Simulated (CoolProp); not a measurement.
Vapour-liquid equilibrium of acetone (1) + n-decane (2) at 15.85 °C; x and y are mole fractions of (1).

The numbers come from the multi-fluid Helmholtz-energy mixture model, Lemmon 2006 and Lemmon 2006; pair parameters Bell 2016 in CoolProp.

```csv
x,bubble pressure (MPa),y at the bubble point,dew pressure at overall composition x (MPa),liquid density (mol/L)
0.05,0.003288,0.973,9.905e-5,5.340
0.2,0.01174,0.993,0.0001176,5.963
0.35,0.01618,0.996,0.0001447,___
0.5,0.01740,0.996,0.0001880,___
0.65,___,0.996,___,8.869
0.8,___,0.996,0.0004682,10.48
0.95,0.01951,___,0.001839,___
```

Q: Fill in the missing entries.

A: 
- 0.35, liquid density (mol/L): 6.719
- 0.5, liquid density (mol/L): 7.661
- 0.65, bubble pressure (MPa): 0.01749
- 0.65, dew pressure at overall composition x (MPa): 0.0002683
- 0.8, bubble pressure (MPa): 0.01791
- 0.95, y at the bubble point: 0.999
- 0.95, liquid density (mol/L): 12.73

No azeotrope shows between x = 0.05 and 0.95.

Pair parameters are fitted to limited data, so mixtures are less certain than the pure fluids. With so large a gap from Raoult's law the liquid may split in two, which this calculation doesn't test in full.
